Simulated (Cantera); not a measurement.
Silicon oxide and oxynitride deposition: SiH2Cl2 + NO + H2

A closed system holds: 1 mol SiH2Cl2, a varied amount of NO, 0.29 mol H2, equilibrated at 1873.15 K and 0.00133 bar.

Cantera equilibrium calculation (NASA polynomials, part measured and part estimated; ideal gas, pure solids and liquids). Candidate condensed phases: H2O, NH4Cl, Si, SiO2, Si2N2O, Si3N4; 47 gas species. The tables' values for SiCl, SiCl3, SiO2, SiN are old estimates; treat these amounts as uncertain. The tables hold silica as quartz up to 1696 K and as liquid above; real silica turns to tridymite and cristobalite and melts near 1996 K. Gases not in the tables: Si2H6 and higher silanes. The numbers say what is thermodynamically allowed, not how fast it happens.

```
n(NO) (mol)  x HCl     x H2    x N2   x SiCl2     x SiO    x H2O     x Cl     x O2       x H  n Si(l)  n SiO2(condensed)
-----------  -----  -------  ------  --------  --------  -------  -------  -------  --------  -------  -----------------
0.22         0.193    0.382  0.0413     0.273    0.0826  4.14e-8  0.00418   <1e-12    0.0109   0.0198                  0
0.31         0.227    0.344  0.0555     0.239     0.111  8.77e-8  0.00518   <1e-12    0.0104        0                  0
0.44         0.291    0.283  0.0738     0.183     0.148  2.51e-7  0.00734   <1e-12   0.00941        0                  0
0.63         0.375    0.204  0.0964     0.111     0.193  8.96e-7   0.0111   <1e-12   0.00798        0                  0
0.9          0.469    0.112   0.122    0.0265     0.244  7.45e-6   0.0188   <1e-12   0.00593        0                  0
1.3          0.516   0.0848   0.175   6.56e-5     0.192  0.00286   0.0238  9.17e-9   0.00515        0              0.290
1.8          0.551   0.0852   0.259   8.80e-6    0.0660  0.00835   0.0253  7.75e-8   0.00517        0              0.771
2.6          0.415  0.00289   0.336  7.92e-10  0.000153    0.122    0.103   0.0144  0.000951        0              0.999
```
x: gas mole fraction; n: condensed amount in mol.

At 0.22 mol NO the condensed part is Si(l). From 0.31 mol NO to 0.9 mol NO nothing is condensed. From 1.3 mol NO to 2.6 mol NO the condensed part is SiO2(condensed). The main Si-bearing gas is SiCl2 at 0.22 mol NO and SiO at 2.6 mol NO.
